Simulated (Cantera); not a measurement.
Input: 1 mol SiH2Cl2, 2.8 mol O2, 1.6 mol H2, equilibrated at 39000 Pa.

These are equilibrium values from Cantera (NASA tables, ideal gas, pure condensed phases), not measurements of a reactor. Candidate condensed phases: H2O, Si, SiO2; 30 gas species. The tables hold silica as quartz up to 1696 K and as liquid above; real silica turns to tridymite and cristobalite and melts near 1996 K. Gases not in the tables: Si(OH)4. Equilibrium is a limit: real reactors are often held back by kinetics, nucleation or transport.

Q: Which condensed phases are stable at each of these points (T (°C)): 525, 575, 625, 675, 725, 775, 825, 875, 925, 975, 1025?

A: 
```tsv
T (°C)	condensed phases	Si condensed (%)
525	SiO2(α-quartz)	100.0
575	SiO2(β-quartz)	100.0
625	SiO2(β-quartz)	100.0
675	SiO2(β-quartz)	100.0
725	SiO2(β-quartz)	100.0
775	SiO2(β-quartz)	100.0
825	SiO2(β-quartz)	100.0
875	SiO2(β-quartz)	100.0
925	SiO2(β-quartz)	100.0
975	SiO2(β-quartz)	100.0
1025	SiO2(β-quartz)	100.0
```

At 525 °C the condensed part is SiO2(α-quartz). From 575 °C to 1025 °C the condensed part is SiO2(β-quartz).
